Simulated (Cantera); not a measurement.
Mixture: CH4 : O2 : N2 : H2O = 1 : 1.82 : 6.84 : 0.2 (molar parts), equivalence ratio 1.1, at 1.00 bar, adiabatic and at constant volume. Ignition delay is the time to a rise of 400 K.

Model: GRI-Mech 3.0 (53 species, 325 reactions), integrated in Cantera.

Problem. Predict: delay at 1300 K; delay at 1500 K; delay at 1700 K; delay at 1900 K; delay at 2100 K; apparent activation energy between 1900 and 2100 K.

Solution. 
* **delay at 1300 K**: 12.4 ms
* **delay at 1500 K**: 1.21 ms
* **delay at 1700 K**: 0.209 ms
* **delay at 1900 K**: 58.1 µs
* **delay at 2100 K**: 21.8 µs
* **apparent activation energy between 1900 and 2100 K**: 160 kJ/mol
